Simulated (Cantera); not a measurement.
Gas mixture: 46.8 % H2O, 39.6 % C2H6, 13.6 % C2H2, at 13300 Pa, frozen composition.

Cantera's kinetic-theory transport with the Lennard-Jones parameters of GRI-Mech 3.0, ideal gas; thermal conductivity in the mixture-averaged form. Polar gases are described roughly by these parameters. The composition is frozen, though it would react at the higher temperatures.

One state of this run: ρ (kg/m³) = 0.0383; cp (J/kg/K) = 3231; μ (µPa s) = 29.8; λ (mW/m/K) = 122; Pr = 0.787; D (cm²/s) OH = 17.7; D (cm²/s) NH3 = 13.2; D (cm²/s) CO2 = 9.26. D: mixture-averaged diffusion coefficient of that species in the mixture.

Problem. Which value of T (K) does it belong to?
A) 1150
B) 850
C) 1000
D) 550

Solution. C, 1000
